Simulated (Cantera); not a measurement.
A Cantera script and what it prints.

```python
import numpy as np
import cantera as ct

gas_names = """
    Cu CuF CuF2 CuO Cu2 F FO FO2 F2 F2O N NF NF2 NF3 NO NO2 NO3 N2 N2O O O2 O3
""".split()
cond_names = """
    Cu(cr) Cu(L) CuF2(s) CuF2(L) CuO(s) Cu2O(s) Cu2O(L)
""".split()


# ... load() reads the species with a 1 bar reference pressure and builds the phases ...
atoms = {
    'CuO': {'Cu': 1, 'O': 1},
    'NF3': {'N': 1, 'F': 3},
    'N2': {'N': 2},
}
top_T = {'CuO(s)': 1390}  # K; cautious upper limits of use, not melting points


# ... equilibrate(T, P, feed) seeds the gas with the atoms and calls Mixture.equilibrate('TP', solver="vcs", rtol=1e-11, max_steps=5000) ...
results = []
feed = {'CuO': 1, 'NF3': 1.5, 'N2': 82}  # mol
T = 1750  # K
P = 27  # Pa
mix = equilibrate(T, P, feed)
results.append((T, P, feed, dict(zip(mix.species_names, mix.species_moles))))
print(gas.report(threshold=1e-06))
for i in range(1, mix.n_phases):
    print(f"{mix.phase(i).name:16s} {mix.phase_moles(i):12.5e} mol")
```

Output:

```
       temperature   1750 K
          pressure   27 Pa
           density   5.2524e-05 kg/m^3
  mean mol. weight   28.305 kg/kmol
   phase of matter   gas

                          1 kg             1 kmol
                     ---------------   ---------------
          enthalpy        1.7541e+06        4.9649e+07  J
   internal energy          1.24e+06        3.5099e+07  J
           entropy             11181        3.1647e+05  J/K
    Gibbs function       -1.7812e+07       -5.0418e+08  J
 heat capacity c_p            1234.5             34943  J/K
 heat capacity c_v            940.77             26629  J/K

                      mass frac. Y      mole frac. X     chem. pot. / RT
                     ---------------   ---------------   ---------------
                Cu        0.00010646        4.7421e-05           -17.332
               CuF           0.03181          0.010908             -44.9
              CuF2         0.0015909        0.00044346           -72.468
                 F          0.026512          0.039499           -27.568
                NO        0.00063891        0.00060269           -38.271
                N2           0.93324           0.94294           -34.775
                 O        0.00018615        0.00032934           -20.884
                O2         0.0059161         0.0052333           -41.768
     [  +14 minor]        6.5135e-08        4.0842e-08

Cu(L)             0.00000e+00 mol
CuF2(L)           0.00000e+00 mol
Cu2O(L)           0.00000e+00 mol
```

Equilibrium computed with Cantera from the NASA thermochemical tables; the gas is ideal and each condensed phase is pure.
